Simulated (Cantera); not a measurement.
A Cantera script and what it prints.

```python
import numpy as np
import cantera as ct

gas_names = [...]  # 118 gases of nasa_gas.yaml made of C, Cl, F, H
cond_names = """
    C(gr) C6H6(L) C7H8(L) C8H18(L),n-octa
""".split()


# ... load() reads the species with a 1 bar reference pressure and builds the phases ...
atoms = {
    'CF4': {'C': 1, 'F': 4},
    'HCl': {'H': 1, 'CL': 1},
}
top_T = {'C(gr)': 4500}  # K; cautious upper limits of use, not melting points


# ... equilibrate(T, P, feed) seeds the gas with the atoms and calls Mixture.equilibrate('TP', solver="vcs", rtol=1e-11, max_steps=5000) ...
results = []
T = 3050  # K
P = 33000  # Pa
for m in [0.07, 0.11, 0.17, 0.25, 0.39, 0.59, 0.91, 1.4]:
    feed = {'CF4': 1, 'HCl': m}  # mol
    mix = equilibrate(T, P, feed)
    results.append((T, P, feed, dict(zip(mix.species_names, mix.species_moles))))

top = {s: max(r[3][s] / sum(r[3][g] for g in gas_names) for r in results) for s in gas_names}
cols = sorted((s for s in top if top[s] > 0.0001), key=lambda s: -top[s])[:8]
seen = [c for c in cond_names if any(r[3].get(c, 0) > 1e-12 for r in results)]
print("log10 of partial pressures in bar; condensed amounts in mol")
print(f"{'n(HCl)':>10s}" + "".join(f"{s[:9]:>10s}" for s in cols + seen))
for T, P, feed, n in results:
    ng = sum(n[g] for g in gas_names)
    print(f"{feed['HCl']:10.4g}" + "".join(f"{np.log10(max(n[s] / ng * P / 1e5, 1e-99)):10.3f}" for s in cols)
          + "".join(f"{n.get(c, 0):10.4g}" for c in seen))
```

Result:

```
log10 of partial pressures in bar; condensed amounts in mol
    n(HCl)         F        HF        CL       CF2        CF       CF3       CF4       HCL     C(gr)
      0.07    -0.678    -2.132    -2.133    -1.047    -1.938    -2.655    -2.705    -5.587         0
      0.11    -0.692    -1.942    -1.943    -1.055    -1.931    -2.676    -2.740    -5.194         0
      0.17    -0.713    -1.763    -1.763    -1.066    -1.921    -2.707    -2.793    -4.814         0
      0.25    -0.741    -1.608    -1.608    -1.080    -1.908    -2.750    -2.863    -4.477         0
      0.39    -0.789    -1.436    -1.436    -1.106    -1.886    -2.825    -2.986    -4.084         0
      0.59    -0.860    -1.285    -1.286    -1.145    -1.855    -2.934    -3.166    -3.713         0
      0.91    -0.954    -1.144    -1.144    -1.232    -1.847    -3.116    -3.442    -3.336   0.04629
       1.4    -1.049    -1.026    -1.026    -1.421    -1.941    -3.399    -3.820    -3.004    0.2403
```

Method: chemical equilibrium by Gibbs-energy minimisation in Cantera with the NASA 1993 tables (ideal gas, pure condensed phases). The tables' values for CCl are old estimates; treat these amounts as uncertain. Gases not in the tables: C2F6 and larger saturated fluorocarbons.
